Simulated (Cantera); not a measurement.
An adiabatic, constant-volume homogeneous reactor starts with H₂ : O₂ : N₂ : NO = 1 : 1.35 : 5.08 : 0.035 (molar parts), at 1600 K and 15.8 atm. Integrator tolerance rtol = 1e-08.

Computed with Cantera and GRI-Mech 3.0 (53 species, 325 reactions). The hydrogen kinetics of GRI-Mech 3.0 are dated; newer H2 mechanisms differ, most at raised pressure. The pressure lies above the range GRI-Mech 3.0 was tuned for (to about 10 atm).

```tsv
quantity	before	after
time of steepest temperature rise	0.790 µs	0.804 µs
temperature at 3.00 s	2633 K	2470 K
equilibrium temperature	2633 K	2470 K
x(H₂) at 3.00 s	0.000913 (gas-phase equilibrium 0.000913)	0.000530 (gas-phase equilibrium 0.000530)
x(O₂) at 3.00 s	0.111 (gas-phase equilibrium 0.111)	0.115 (gas-phase equilibrium 0.115)
x(NO) at 3.00 s	0.0200 (gas-phase equilibrium 0.0200)	0.0155 (gas-phase equilibrium 0.0155)
x(O) at 3.00 s	0.00182 (gas-phase equilibrium 0.00182)	0.00106 (gas-phase equilibrium 0.00106)
x(NO₂) at 3.00 s	5.63e-5 (gas-phase equilibrium 5.63e-5)	4.18e-5 (gas-phase equilibrium 4.18e-5)
x(OH) at 3.00 s	0.00964 (gas-phase equilibrium 0.00964)	0.00668 (gas-phase equilibrium 0.00668)
```

Question: Name the change that produced these shifts.
A) initial temperature 1600 to 975 K
B) constant pressure in place of constant volume
C) initial temperature 1600 to 1500 K
D) pressure from 15.8 atm to 0.987 atm

Answer: B, constant pressure in place of constant volume
